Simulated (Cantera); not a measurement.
Charge: 1 mol Fe2O3, 4.3 mol C, 8.1 mol N2, 0.64 mol CO, equilibrated at 877 °C and 13300 Pa.

Cantera equilibrium calculation (NASA polynomials, part measured and part estimated; ideal gas, pure solids and liquids). Candidate condensed phases: C, Fe, Fe(CO)5, FeO, Fe2O3, Fe3O4; 27 gas species. Condensed phases not in the tables: cementite and carbon dissolved in iron. Kinetics and transport are ignored.

Base state: N2 0.690, CO 0.309, CO2 0.000503 (mole fractions); condensed: C(graphite) + Fe(α).

Q: What changes in the equilibrium state with this change: C from 4.3 to 0.58 mol?

A: 
```json
[
 {"species": "N2", "before": "0.690", "after": "0.869"},
 {"species": "CO", "before": "0.309", "after": "0.0858"},
 {"species": "CO2", "before": "0.000503", "after": "0.0451"},
 {"species": "C(graphite), mol", "before": "1.31", "after": "0"},
 {"species": "Fe(α), mol", "before": "2.00", "after": "0"},
 {"species": "FeO(s), mol", "before": "0", "after": "2.00"}
]
```
The tables' stoichiometric FeO is somewhat more stable than real wüstite, so its field is too wide. FeO: taken at fixed stoichiometry.
